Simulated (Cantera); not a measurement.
# Hydrocarbon pyrolysis for carbon deposition

A perfectly stirred reactor is fed with 1.09 % C2H6, 98.8 % H2, 0.119 % H2O, at 1.01 bar; it is held at 1373 K, and followed from long to short residence time.

Model: GRI-Mech 3.0 (53 species, 325 reactions), integrated in Cantera. GRI-Mech 3.0 stops at C3 and has no aromatics, soot or wall deposition, so with more carbon than oxygen in the feed, carbon stays in small species such as C2H2 where larger ones or solid carbon would form.

| τ (s) | x C2H6 | x H2 | x C2H4 | x CH4 | x H |
|---|---|---|---|---|---|
| 1.5 | 4.63e-5 | 0.980 | 0.00153 | 0.0158 | 9.47e-6 |
| 0.45 | 8.85e-5 | 0.982 | 0.00249 | 0.0123 | 1.40e-5 |
| 0.13 | 0.000162 | 0.983 | 0.00346 | 0.00921 | 2.04e-5 |
| 0.039 | 0.000303 | 0.984 | 0.00434 | 0.00718 | 2.87e-5 |
| 0.011 | 0.000638 | 0.985 | 0.00522 | 0.00589 | 3.96e-5 |
| 0.0033 | 0.00139 | 0.985 | 0.00576 | 0.00500 | 5.10e-5 |
| 0.00097 | 0.00311 | 0.986 | 0.00530 | 0.00388 | 5.99e-5 |
x: mole fraction; the columns are a selection and need not sum to one.
